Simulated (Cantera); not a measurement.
What does this Cantera script print?

```python
import numpy as np
import cantera as ct

gas = ct.Solution("gri30.yaml")
gas.TPX = 325, 32000, {'H2': 1, 'O2': 0.455, 'N2': 1.71}
inlet = ct.Reservoir(gas, clone=True)
gas.equilibrate("HP")  # start burning
reactor = ct.IdealGasConstPressureReactor(gas, energy="on", clone=False)
exhaust = ct.Reservoir(gas, clone=True)
tau = [0.074, 0.026, 0.0095, 0.0034, 0.0012, 0.00044, 0.00016, 5.6e-05, 2e-05, 7.2e-06][0]
for a, b in ((inlet, reactor), (reactor, exhaust)):
    ct.MassFlowController(a, b, mdot=lambda t: reactor.mass / tau)
net = ct.ReactorNet([reactor])
show = ['H2', 'O2', 'O', 'OH', 'N2O', 'NO']

rows = []
print(f"{'tau/s':>10s}{'T/K':>9s}" + "".join(f"{s:>11s}" for s in show))
for tau in [0.074, 0.026, 0.0095, 0.0034, 0.0012, 0.00044, 0.00016, 5.6e-05, 2e-05, 7.2e-06]:
    net.initial_time = 0.0
    net.advance(30 * tau)
    before = gas.X
    net.advance(40 * tau)
    drift = np.max(np.abs(gas.X - before) / (gas.X + 1e-9))
    rows.append([gas.T, *gas[show].X, drift])
    print(f"{tau:10.3e}{gas.T:9.1f}" + "".join(f"{x:11.3e}" for x in gas[show].X))
```

Output:

```
     tau/s      T/K         H2         O2          O         OH        N2O         NO
 7.400e-02   2321.8  4.243e-02  3.357e-03  1.071e-03  9.047e-03  3.229e-08  1.036e-03
 2.600e-02   2261.3  4.550e-02  5.181e-03  1.797e-03  1.103e-02  2.502e-08  5.912e-04
 9.500e-03   2160.0  4.996e-02  8.080e-03  3.157e-03  1.314e-02  1.955e-08  2.426e-04
 3.400e-03   2011.4  5.481e-02  1.204e-02  5.309e-03  1.437e-02  1.711e-08  9.425e-05
 1.200e-03   1823.4  5.829e-02  1.676e-02  7.949e-03  1.372e-02  1.630e-08  5.102e-05
 4.400e-04   1620.0  5.995e-02  2.205e-02  1.013e-02  1.122e-02  1.534e-08  2.938e-05
 1.600e-04   1403.0  6.593e-02  3.034e-02  1.067e-02  7.552e-03  1.325e-08  1.237e-05
 5.600e-05    325.0  3.160e-01  1.438e-01  1.150e-19  2.516e-22  1.138e-23  3.732e-21
 2.000e-05    325.0  3.160e-01  1.438e-01  4.256e-23  9.316e-26  4.225e-27  1.386e-24
 7.200e-06    325.0  3.160e-01  1.438e-01  2.687e-24  5.882e-27  2.669e-28  8.753e-26
```

Cantera simulation using GRI-Mech 3.0 (53 species, 325 reactions); the numbers are that mechanism's predictions, not measurements.
